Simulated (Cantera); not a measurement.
## Thermodynamics of tantalum, niobium, vanadium and zirconium in process gases, feed Nb + H2O

A closed system holds: 1 mol Nb, 0.096 mol H2O.

Equilibrium computed with Cantera from the NASA thermochemical tables; the gas is ideal and each condensed phase is pure. Candidate condensed phases: H2O, Nb, NbO, NbO2, Nb2O5; 12 gas species. Mutual solubility and eutectic melting of coexisting phases are not modelled. NbO: taken at fixed stoichiometry. Condensed phases not in the tables: N, O or C dissolved in the metal. Rates play no part.

Stable condensed phases:

```
T in K \ P in Pa
            0.10     1.5      22     320    4600   68000 1000000
   2398        A       A       A       B       B       B       B
   2348        A       A       A       B       B       B       B
   2298        A       A       B       B       B       B       B
   2248        A       A       B       B       B       B       B
   2198        A       A       B       B       B       B       B
   2148        A       A       B       B       B       B       B
   2098        A       B       B       B       B       B       B
   2048        A       B       B       B       B       B       B
   1998        A       B       B       B       B       B       B
   1948        B       B       B       B       B       B       B
   1898        B       B       B       B       B       B       B
   1848        B       B       B       B       B       B       B
```

A: Nb; B: Nb + NbO.
